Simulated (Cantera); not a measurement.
## Hydrocarbon pyrolysis for carbon deposition

An isothermal, constant-pressure homogeneous reactor starts with 2.22 % C2H4, 97.8 % H2, at 1750 K and 230 Pa.

Computed with Cantera and GRI-Mech 3.0 (53 species, 325 reactions). GRI-Mech 3.0 was tuned for natural gas; its chemistry of ethylene as a main component is partial and can be far from experiment. GRI-Mech 3.0 stops at C3 and has no aromatics, soot or wall deposition, so with more carbon than oxygen in the feed, carbon stays in small species such as C2H2 where larger ones or solid carbon would form. Radical loss at walls, strong at low pressure, is not modelled.

```json
[
 {"t (s)": "7.00e-5", "x C2H4": "0.0222", "x H2": "0.978", "x CH2": "<1e-12", "x CH3": "<1e-12", "x CH4": "<1e-12", "x C2H6": "3.66e-11"},
 {"t (s)": "0.000305", "x C2H4": "0.0222", "x H2": "0.978", "x CH2": "1.42e-12", "x CH3": "3.55e-11", "x CH4": "1.37e-11", "x C2H6": "3.70e-10"},
 {"t (s)": "0.00133", "x C2H4": "0.0219", "x H2": "0.978", "x CH2": "1.45e-11", "x CH3": "3.77e-10", "x CH4": "8.71e-10", "x C2H6": "1.70e-9"},
 {"t (s)": "0.00581", "x C2H4": "0.0210", "x H2": "0.978", "x CH2": "7.70e-11", "x CH3": "9.56e-10", "x CH4": "1.46e-8", "x C2H6": "3.39e-9"},
 {"t (s)": "0.0253", "x C2H4": "0.0174", "x H2": "0.978", "x CH2": "2.82e-10", "x CH3": "1.24e-9", "x CH4": "1.05e-7", "x C2H6": "3.25e-9"},
 {"t (s)": "0.111", "x C2H4": "0.00722", "x H2": "0.978", "x CH2": "4.28e-10", "x CH3": "1.51e-9", "x CH4": "5.39e-7", "x C2H6": "1.72e-9"},
 {"t (s)": "0.482", "x C2H4": "7.34e-5", "x H2": "0.978", "x CH2": "1.45e-11", "x CH3": "2.90e-9", "x CH4": "1.05e-6", "x C2H6": "2.80e-11"},
 {"t (s)": "2.10", "x C2H4": "3.94e-6", "x H2": "0.978", "x CH2": "9.81e-12", "x CH3": "1.17e-8", "x CH4": "1.08e-6", "x C2H6": "3.07e-12"},
 {"t (s)": "9.17", "x C2H4": "2.21e-6", "x H2": "0.976", "x CH2": "1.35e-10", "x CH3": "5.73e-8", "x CH4": "1.36e-6", "x C2H6": "2.59e-12"},
 {"t (s)": "40.0", "x C2H4": "1.64e-6", "x H2": "0.974", "x CH2": "2.03e-9", "x CH3": "4.00e-7", "x CH4": "4.22e-6", "x C2H6": "1.78e-12"}
]
```
x: mole fraction; the columns are a selection and need not sum to one.

Equilibrium at this temperature and pressure: C2H4 1.61e-6, H2 0.973, CH2 1.47e-8, CH3 2.75e-6, CH4 2.75e-5, C2H6 6.11e-12 (gas phase only).
